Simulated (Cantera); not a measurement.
Cantera with NASA thermochemical tables; ideal gases at 1 bar, condensed phases pure. Values are per mole of reaction as written; species without (g) are pure solids or liquids, kept so even where they would boil at 1 bar.

2 Ti + O2(g) = 2 TiO(g)

```
T (K)  ΔH° (kJ)  ΔS° (J/K)  ΔG° (kJ)  log10 K  condensed phases
-----  --------  ---------  --------  -------  ----------------
300       108.8      200.3      48.7    -8.48             Ti(α)
798         ___        ___       ___      ___             Ti(α)
948        97.4      180.8     -74.1     4.08             Ti(α)
1098       93.2      176.8    -100.9     4.80             Ti(α)
1248        ___        ___       ___      ___             Ti(β)
1398       78.5      164.4    -151.3     5.65             Ti(β)
1548       74.7      161.9    -175.8     5.93             Ti(β)
1698        ___        ___       ___      ___             Ti(β)
1848       65.0      156.1    -223.5     6.32             Ti(β)
1998       29.1      137.6    -245.9     6.43             Ti(l)
```

### Question
What belongs in the gaps?

### Answer

- 798, ΔH° (kJ): 100.6
- 798, ΔS° (J/K): 184.5
- 798, ΔG° (kJ): -46.7
- 798, log10 K: 3.06
- 1248, ΔH° (kJ): 81.5
- 1248, ΔS° (J/K): 166.7
- 1248, ΔG° (kJ): -126.5
- 1248, log10 K: 5.29
- 1698, ΔH° (kJ): 70.3
- 1698, ΔS° (J/K): 159.1
- 1698, ΔG° (kJ): -199.9
- 1698, log10 K: 6.15
